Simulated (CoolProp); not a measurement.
Methanol at several states: fugacity coefficient from the reference equation and from simpler models built on Tc = 513.4 K, pc = 8216 kPa, ω = 0.565; each cubic takes its own stable root.

Values from CoolProp's reference Helmholtz-energy equation of state, de Reuck 1993.

| T (K) | p (kPa) | phase | reference | van der Waals | Redlich-Kwong | Soave-Redlich-Kwong | Peng-Robinson |
|---|---|---|---|---|---|---|---|
| 236.9 | 160 | liquid | 0.001747 | 0.7909 | 0.03553 | 0.0008697 | 0.001088 |
| 387.7 | 6050 | liquid | 0.08932 | 0.3670 | 0.2120 | 0.09637 | 0.09508 |
| 500.6 | 11400 | liquid | 0.4300 | 0.5205 | 0.4777 | 0.4584 | 0.4391 |
